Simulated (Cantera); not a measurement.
## Equilibrium for iron carbonyl, mercury and lead vapours: Hg + N₂

Feed: 1 mol Hg, 1.3 mol N₂, held at 1350 K and 1000 Pa.

Cantera equilibrium calculation (NASA polynomials, part measured and part estimated; ideal gas, pure solids and liquids). Candidate condensed phases: Hg; 3 gas species. Equilibrium is a limit: real reactors are often held back by kinetics, nucleation or transport.

* **x(N₂)**: 0.565
* **x(Hg)**: 0.435
* **gas amount**: 2.300 mol
* **log10 activity of Hg(l) (absent)**: -4.90
